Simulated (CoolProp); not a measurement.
Values from CoolProp's reference Helmholtz-energy equation of state, Schroeder 2014.

Question: For ethanol, give the phase and the Joule-Thomson coefficient (K/MPa), viscosity (µPa s), conductivity (mW/(m K)) at 346.85 °C and 0.297 bar; 346.85 °C and 1.54 bar; 346.85 °C and 41.3 bar.

Answer: 
- 346.85 °C and 0.297 bar: gas; Joule-Thomson coefficient 4.30, viscosity 18.1, conductivity 53.5
- 346.85 °C and 1.54 bar: gas; Joule-Thomson coefficient 4.30, viscosity 18.1, conductivity 53.7
- 346.85 °C and 41.3 bar: gas; Joule-Thomson coefficient 4.43, viscosity 19.1, conductivity 61.4

Viscosity comes from a separate model (Kiselev 2005). Thermal conductivity comes from a separate model (Assael 2013).
